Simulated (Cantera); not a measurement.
# Fe(CO)₅ + H₂ (iron carbonyl, mercury and lead vapours)

Feed: 1 mol Fe(CO)₅, 0.31 mol H₂, at 0.133 bar.

Equilibrium computed with Cantera from the NASA thermochemical tables; the gas is ideal and each condensed phase is pure. Candidate condensed phases: C, C₆H₆, C₇H₈, C₈H₁₈, Fe, Fe(CO)₅, FeO, Fe(OH)₂, Fe(OH)₃, Fe₂O₃, Fe₃O₄, H₂O; 114 gas species. Iron dissolves carbon and melts from about 1420 K in contact with it, which pure phases cannot show. Condensed phases not in the tables: cementite and carbon dissolved in iron. Kinetics and transport are ignored.

```csv
T (°C),x CO,x H₂,x CO₂,x H₂O,n C(graphite),n Fe(α),n Fe(γ),n Fe(δ)
800,0.925,0.0584,0.0160,0.000936,0.0886,1.00,0,0
850,0.934,0.0583,0.00703,0.000479,0.0395,1.00,0,0
900,0.938,0.0583,0.00327,0.000259,0.0186,1.00,0,0
950,0.940,0.0583,0.00162,0.000147,0.00933,0,1.00,0
1000,0.941,0.0583,0.000848,8.70e-5,0.00494,0,1.00,0
1050,0.941,0.0584,0.000467,5.37e-5,0.00274,0,1.00,0
1100,0.941,0.0584,0.000269,3.43e-5,0.00159,0,1.00,0
1150,0.941,0.0584,0.000161,2.26e-5,0.000963,0,1.000,0
1200,0.942,0.0584,0.000100,1.53e-5,0.000601,0,1.000,0
1250,0.942,0.0584,6.42e-5,1.07e-5,0,0,1.000,0
1300,0.942,0.0584,4.25e-5,7.62e-6,0,0,1.000,0
1350,0.942,0.0583,2.89e-5,5.55e-6,0,0,1.000,0
1400,0.942,0.0583,2.01e-5,4.12e-6,0,0,0,1.000
```
x: gas mole fraction; n: condensed amount in mol.

From 800 °C to 900 °C the condensed part is C(graphite) + Fe(α). From 950 °C to 1200 °C the condensed part is C(graphite) + Fe(γ). From 1250 °C to 1350 °C the condensed part is Fe(γ). At 1400 °C the condensed part is Fe(δ).
